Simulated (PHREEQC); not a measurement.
Make-up at 85 °C: 5.6 mmol/kgw HF and 21 mmol/kgw NH4F. Closed to the air; pH follows from the charge balance.

The numbers come from PHREEQC with the ion-association model, wateq4f.dat.

This is a speciation only: nothing precipitates in the calculation.

Question: Estimate the pH, ionic strength.

Answer: pH 4.23; ionic strength 0.0211 mol/kgw.

Question: In which forms is F present?

Answer: F- 78 %, HF 19 %, HF2- 3.3 % of the F.

Away from 25 °C the constants follow the database's enthalpies or fits; those with neither stay at their 25 °C values.
